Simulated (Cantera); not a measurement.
## Equilibrium for silicon oxide and oxynitride deposition: SiH₄ + CO₂ + N₂

Feed: 1 mol SiH₄, 0.57 mol CO₂, 2.7 mol N₂, at 75.0 Torr.

Equilibrium computed with Cantera from the NASA thermochemical tables; the gas is ideal and each condensed phase is pure. Candidate condensed phases: C, C₆H₆, C₇H₈, C₈H₁₈, H₂O, Si, SiC, SiO₂, Si₂N₂O, Si₃N₄; 151 gas species. N₂ is the only nitrogen source here; it is nearly inert below about 1500 K, so the nitride shown seldom forms there in practice. Mutual solubility and eutectic melting of coexisting phases are not modelled. The tables' values for SiN are old estimates; treat these amounts as uncertain. The tables hold silica as quartz up to 1696 K and as liquid above; real silica turns to tridymite and cristobalite and melts near 1996 K. Gases not in the tables: Si₂H₆ and higher silanes. Kinetics and transport are ignored.

At 600 K the condensed part is SiO₂(α-quartz) + Si₂N₂O(s). At 750 K the condensed part is C(graphite) + SiO₂(α-quartz) + Si₂N₂O(s). From 900 K to 1200 K the condensed part is C(graphite) + SiO₂(β-quartz) + Si₂N₂O(s). From 1350 K to 1650 K the condensed part is SiO₂(β-quartz) + Si₂N₂O(s). At 1800 K the condensed part is Si₂N₂O(s). At 1950 K the condensed part is SiC(s) + Si₂N₂O(s). At 2100 K the condensed part is Si(l) + SiC(s).

```csv
T (K),x N₂,x H₂,x CH₄,x SiO,x CO,n SiO₂(α-quartz),n Si₂N₂O(s),n C(graphite),n SiO₂(β-quartz),n SiC(s),n Si(l)
600,0.628,0.223,0.148,<1e-12,2.60e-10,0.427,0.287,0,0,0,0
750,0.572,0.381,0.0464,<1e-12,1.12e-6,0.427,0.287,0.374,0,0,0
900,0.550,0.444,0.00614,<1e-12,0.000133,0,0.287,0.542,0.426,0,0
1050,0.545,0.450,0.00116,1.66e-12,0.00397,0,0.293,0.547,0.415,0,0
1200,0.513,0.438,0.000303,2.44e-9,0.0492,0,0.362,0.344,0.277,0,0
1350,0.464,0.417,3.52e-5,7.02e-7,0.119,0,0.477,0,0.0466,0,0
1500,0.464,0.417,3.30e-6,6.19e-5,0.119,0,0.477,0,0.0463,0,0
1650,0.463,0.416,4.75e-7,0.00237,0.118,0,0.473,0,0.0424,0,0
1800,0.456,0.401,2.62e-7,0.0281,0.114,0,0.430,0,0,0,0
1950,0.459,0.362,5.27e-7,0.0964,0.0798,0,0.170,0,0,0.128,0
2100,0.460,0.338,2.93e-7,0.128,0.0668,0,0,0,0,0.174,0.0670
```
x: gas mole fraction; n: condensed amount in mol.
